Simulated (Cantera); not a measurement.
Cantera with NASA thermochemical tables; ideal gases at 1 bar, condensed phases pure. Values are per mole of reaction as written; species without (g) are pure solids or liquids, kept so even where they would boil at 1 bar.

a) 2 Ba + S₂(g) → 2 BaS
b) 2 H₂(g) + S₂(g) → 2 H₂S(g)
c) Ni + S₂(g) → NiS₂
d) C + S₂(g) → CS₂(g)
e) 2 Pb + S₂(g) → 2 PbS(g)

**Question.** Order these by ΔG° at 2025 K, most negative first.

**Answer.** a (-654 kJ), e (-93 kJ), d (-24 kJ), b (20 kJ), c (57 kJ)
